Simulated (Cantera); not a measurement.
# Ammonia decomposition in nitride growth gas

An isothermal, constant-pressure homogeneous reactor starts with 86.2 % NH3, 13.8 % N2, at 2250 K and 0.0120 bar.

Computed with Cantera and the gas-phase N/H chemistry of the illustrative SiF4/NH3 mechanism in the Surface Chemkin manual (1991). Walls and surfaces, which speed up NH3 decomposition in real reactors, are not modelled.

| t (s) | x NH3 | x NH | x N | x N2H4 | x N2H2 |
|---|---|---|---|---|---|
| 5.00e-6 | 0.862 | 1.05e-10 | <1e-12 | <1e-12 | 4.06e-12 |
| 1.28e-5 | 0.862 | 1.12e-9 | <1e-12 | <1e-12 | 8.70e-11 |
| 3.27e-5 | 0.862 | 9.72e-9 | 2.04e-12 | 4.92e-12 | 1.45e-9 |
| 8.36e-5 | 0.862 | 8.41e-8 | 4.44e-11 | 3.62e-11 | 1.76e-8 |
| 0.000214 | 0.861 | 7.69e-7 | 9.58e-10 | 2.46e-10 | 1.69e-7 |
| 0.000547 | 0.860 | 5.92e-6 | 1.44e-8 | 1.59e-9 | 1.51e-6 |
| 0.00140 | 0.857 | 2.54e-5 | 9.11e-8 | 8.94e-9 | 1.09e-5 |
| 0.00358 | 0.844 | 5.40e-5 | 4.61e-7 | 2.26e-8 | 3.13e-5 |
| 0.00914 | 0.807 | 6.82e-5 | 1.44e-6 | 2.05e-8 | 3.21e-5 |
| 0.0234 | 0.720 | 8.12e-5 | 3.35e-6 | 1.47e-8 | 2.65e-5 |
| 0.0598 | 0.548 | 8.79e-5 | 5.70e-6 | 8.64e-9 | 1.74e-5 |
| 0.153 | 0.300 | 7.87e-5 | 7.32e-6 | 3.45e-9 | 7.70e-6 |
| 0.391 | 0.0881 | 5.21e-5 | 7.62e-6 | 6.03e-10 | 1.72e-6 |
| 1.00 | 0.00569 | 2.10e-5 | 7.81e-6 | 1.50e-11 | 8.73e-8 |
x: mole fraction; the columns are a selection and need not sum to one.

Equilibrium at this temperature and pressure: NH3 4.75e-8, NH 2.50e-8, N 1.11e-7, N2H4 <1e-12, N2H2 <1e-12 (gas phase only).
